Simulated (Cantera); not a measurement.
# MgO + C + CO (carbothermic reduction)

Charge: 1 mol MgO, 1.2 mol C, 0.12 mol CO, at 23.0 Pa.

Equilibrium computed with Cantera from the NASA thermochemical tables; the gas is ideal and each condensed phase is pure. Candidate condensed phases: C, Mg, MgCO3, MgO; 15 gas species. Kinetics and transport are ignored.

From 1325 K to 1375 K the condensed part is C(graphite) + MgO(s). From 1425 K to 1825 K the condensed part is C(graphite). The main Mg-bearing gas is Mg throughout.

| T (K) | log p CO | log p Mg | log p CO2 | log p Mg2 | log p C | log p C3 | n C(graphite) | n MgO(s) |
|---|---|---|---|---|---|---|---|---|
| 1325 | -3.65 | -5.44 | -9.70 | -14.34 | <-15 | <-15 | 1.20 | 0.998 |
| 1375 | -3.70 | -4.49 | -10.06 | -12.48 | <-15 | <-15 | 1.18 | 0.977 |
| 1425 | -3.92 | -3.96 | -10.71 | -11.46 | <-15 | <-15 | 0.200 | 0 |
| 1475 | -3.92 | -3.96 | -10.91 | -11.49 | <-15 | <-15 | 0.200 | 0 |
| 1525 | -3.92 | -3.96 | -11.10 | -11.53 | <-15 | <-15 | 0.200 | 0 |
| 1575 | -3.92 | -3.96 | -11.28 | -11.57 | -15.57 | <-15 | 0.200 | 0 |
| 1625 | -3.92 | -3.96 | -11.45 | -11.60 | -14.84 | -15.52 | 0.200 | 0 |
| 1675 | -3.92 | -3.96 | -11.61 | -11.63 | -14.15 | -14.73 | 0.200 | 0 |
| 1725 | -3.92 | -3.96 | -11.75 | -11.66 | -13.50 | -13.98 | 0.200 | 0 |
| 1775 | -3.92 | -3.96 | -11.89 | -11.69 | -12.89 | -13.28 | 0.200 | 0 |
| 1825 | -3.92 | -3.96 | -12.02 | -11.73 | -12.31 | -12.61 | 0.200 | 0 |
log p: log10 of the partial pressure in bar; n: condensed amount in mol.
